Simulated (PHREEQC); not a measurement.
2.7 g of hydrous ferric oxide (600 m²/g; 0.2 weak and 0.005 strong sites per Fe, Dzombak-Morel constants, diffuse double layer) in 1 kg of water with 0.05 mol/kgw of an inert sodium salt and 0.012 mol ZnCl2, at 25 °C; the pH is set by adding NaOH or the inert anion's acid. O2 is buffered at 0.21 atm. No CO2 enters from the air. Nothing may precipitate in this run.

Computed with PHREEQC (ion-association model, wateq4f.dat).

| pH | Zn sorbed (%) | surface charge σ (C/m²) | surface potential ψ (mV) |
|---|---|---|---|
| 4 | 0.2 | 0.316 | 149 |
| 4.5 | 0.9 | 0.267 | (withheld) |
| 5.5 | 5.6 | 0.163 | 116 |
| 6 | 16.0 | 0.146 | 112 |
| 7 | (withheld) | 0.162 | (withheld) |
| 7.5 | 35.7 | 0.164 | 118 |
| 8.5 | 35.9 | 0.147 | (withheld) |
| 9 | (withheld) | (withheld) | 100 |
| 10 | 28.3 | 0.036 | 50 |
| 10.5 | (withheld) | 0.014 | 22 |
| 11.5 | 23.4 | -0.032 | -43 |
| 12 | 19.6 | -0.086 | -81 |

Fill in the missing entries.


- 4.5, surface potential ψ (mV): 141
- 7, Zn sorbed (%): 32.6
- 7, surface potential ψ (mV): 117
- 8.5, surface potential ψ (mV): 114
- 9, Zn sorbed (%): 33.4
- 9, surface charge σ (C/m²): 0.109
- 10.5, Zn sorbed (%): 26.7

Along this series the solution becomes supersaturated in solids that the run did not let form, among them Zincite(c), Zn5(OH)8Cl2. Species that the database lacks are ignored.
